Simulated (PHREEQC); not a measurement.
**Metal-bearing waste water**

Dissolve 12 mmol/kgw Pb(NO3)2, 13 mmol/kgw ZnCl2 and 1.9 mmol/kgw HCl at 25 °C. Closed to the air; pH follows from the charge balance.

Model: ion-association model, phreeqc.dat, run in PHREEQC.

Each row changes one thing in this solution. Precipitation was switched off in this run.

```
case                                                  pH  ionic strength (mol/kgw)  Cl- (mol/kgw)  NO3- (mol/kgw)  ZnCl+ (mol/kgw)  ZnCl2 (mol/kgw)
--------------------------------------------------  ----  ------------------------  -------------  --------------  ---------------  ---------------
as made                                             2.80                    0.0676         0.0243          0.0229         0.000350          5.55e-6
HCl from 0.0019 to 0.00019 mol/kgw                  3.79                    0.0662         0.0227          0.0229         0.000331          4.93e-6
HCl left out                                         ___                       ___         0.0226          0.0229         0.000329          4.86e-6
Pb(NO3)2 replaced by Cu(NO3)2 at the same molality  2.80                    0.0754         0.0271          0.0240         0.000378          6.55e-6
temperature from 25 to 55 °C                        2.80                       ___         0.0222             ___         0.000983          1.57e-5
Pb(NO3)2 replaced by HNO3 at the same molality      1.93                    0.0520         0.0275          0.0120         0.000425          7.98e-6
```

What belongs in the gaps?


- HCl left out, pH: 4.99
- HCl left out, ionic strength (mol/kgw): 0.0660
- temperature from 25 to 55 °C, ionic strength (mol/kgw): 0.0639
- temperature from 25 to 55 °C, NO3- (mol/kgw): 0.0231

Species that the database lacks are ignored. Away from 25 °C the constants follow the database's enthalpies or fits; those with neither stay at their 25 °C values.
